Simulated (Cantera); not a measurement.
# Thermodynamics of abatement and gas-phase synthesis, feed PH₃ + O₂ + N₂ + H₂O

Charge: 1 mol PH₃, 3.2 mol O₂, 17 mol N₂, 0.13 mol H₂O, at 3225 K.

Cantera equilibrium calculation (NASA polynomials, part measured and part estimated; ideal gas, pure solids and liquids). Candidate condensed phases: H₂O, P, P₄O₁₀; 32 gas species. The ideal-gas law is rough above about 30 bar. Gases not in the tables: HPO₂, HPO₃ and P₄O₆. The numbers say what is thermodynamically allowed, not how fast it happens.

```tsv
P (Pa)	x N₂	x O	x H	x H₂O	x O₂	x PO₂	x PO	x P	x NO	x OH	x H₂
10	0.611	0.230	0.118	1.67e-8	9.81e-5	3.31e-6	0.00432	0.0318	0.00117	5.01e-5	1.53e-5
200	0.628	0.207	0.119	6.21e-6	0.00159	0.000359	0.0261	0.0107	0.00477	0.000915	0.000316
3900	0.657	0.150	0.104	0.00130	0.0163	0.00623	0.0320	0.000923	0.0157	0.0113	0.00469
77000	0.730	0.0537	0.0384	0.0247	0.0412	0.0253	0.0184	7.51e-5	0.0262	0.0294	0.0126
1500000	0.774	0.0131	0.00598	0.0557	0.0481	0.0402	0.00613	5.25e-6	0.0292	0.0219	0.00595
30000000	0.786	0.00301	0.000696	0.0690	0.0504	0.0456	0.00152	2.84e-7	0.0301	0.0116	0.00161
```
x: gas mole fraction; nothing condenses.

From 0.0750 Torr to 225000 Torr nothing is condensed.
